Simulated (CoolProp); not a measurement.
Ethanol at several states: Z from the reference equation and from simpler models built on Tc = 241.6 °C, pc = 6.268 MPa, ω = 0.644; each cubic takes its own stable root.

Model: reference Helmholtz-energy equation of state, Schroeder 2014, in CoolProp.

| T (°C) | p (MPa) | phase | reference |
|---|---|---|---|
| 326.15 | 0.0732 | gas | 0.9983 |
| 195.05 | 1.13 | gas | 0.9070 |
| 114.95 | 0.298 | gas | 0.9398 |
| -108.35 | 0.0598 | liquid | 0.002227 |
| 141.45 | 0.0874 | gas | 0.9879 |
| 186.15 | 0.0208 | gas | 0.9983 |

How far does each simpler model (van der Waals, Redlich-Kwong) lie from the reference over these 6 states: mean and median of the absolute difference, and the worst?


- van der Waals: mean 15.6 %, median 1.4 %, worst +87.1 % at -108.35 °C and 0.0598 MPa
- Redlich-Kwong: mean 4.9 %, median 0.6 %, worst +25.5 % at -108.35 °C and 0.0598 MPa
